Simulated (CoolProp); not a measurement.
Properties of R124 along the isotherm 332.8 K (Tc = 395.4 K, pc = 36.24 bar, ω = 0.288).

The numbers come from the reference Helmholtz-energy equation of state, de Vries 1995 in CoolProp.

```
p (bar)   phase  cv (kJ/(kg K))  speed of sound (m/s)  isothermal compressibility (1/MPa)  conductivity (mW/(m K))
-------  ------  --------------  --------------------  ----------------------------------  -----------------------
6.47        gas          0.7477                 132.7                               1.798                     16.2
12.9     liquid          0.8043                 390.6                            0.008236                     59.6
19.4     liquid          0.8035                 400.0                            0.007749                     60.1
25.9     liquid          0.8029                 408.9                            0.007325                     60.6
32.4     liquid          0.8024                 417.5                            0.006951                     61.1
38.8     liquid          0.8020                 425.5                            0.006624                     61.6
45.3     liquid          0.8016                 433.3                            0.006325                     62.1
51.8     liquid          0.8013                 440.8                            0.006056                     62.5
58.3     liquid          0.8011                 448.0                            0.005811                     63.0
64.7     liquid          0.8009                 454.9                            0.005591                     63.4
71.2     liquid          0.8007                 461.7                            0.005385                     63.9
77.7     liquid          0.8006                 468.3                            0.005196                     64.3
84.1     liquid          0.8005                 474.6                            0.005023                     64.7
90.6     liquid          0.8004                 480.9                            0.004860                     65.1
```

Thermal conductivity comes from a separate model (Huber 2003), an estimate that may be off by 10 % or more.
